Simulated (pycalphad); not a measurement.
All values are pycalphad results on the COST 507 light-alloy database (1999) (1 atm), not direct measurements. The data set is of 1999 and partly superseded. Phase fractions are per mole of atoms.

**Question.** Give the equilibrium state of Ti-0.57Hf-1.38B (at.%) at 1050 K.

**Answer.** HCP_A3, fraction 0.975, with 0.58 Hf, 0.13 B at.%; BM, fraction 0.025, with 0.04 Hf, 50.0 B at.%.

**Question.** Give the equilibrium state of Ti-0.57Hf-1.38B (at.%) at 1250 K.

**Answer.** 
```
T = 1250.00 K, P = 101325 Pa, N = 1 mol of atoms
G = -64601 J/mol, H = 30393 J/mol, S = 76.00 J/(mol K)  (SER reference)
chemical potentials (J/mol): Ti -62513, Hf -133786, B -184374
phase             fraction      x(Ti)      x(Hf)       x(B)
BCC_A2              0.9751     0.9928     0.0058     0.0014
BM                  0.0249     0.4997   0.000347     0.5000
```

Database names, with the compositions (at.%) that they take in these runs: BM: Ti 50 B 50. BCC_A2 is bcc; HCP_A3 is hcp.
